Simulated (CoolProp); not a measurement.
Model: reference Helmholtz-energy equation of state, Akasaka 2022, in CoolProp.

Task: Give the vapour pressure (MPa), liquid density (kg/m³), vapour density (kg/m³), enthalpy of vaporisation (kJ/kg) of saturated R1233zd(E) at 32.55, 92.55 °C.

Result: 
| T (°C) | p (MPa) | liquid density (kg/m³) | vapour density (kg/m³) | enthalpy of vaporisation (kJ/kg) |
|---|---|---|---|---|
| 32.55 | 0.169 | 1240 | 9.25 | 187 |
| 92.55 | 0.885 | 1080 | 47.1 | 149 |
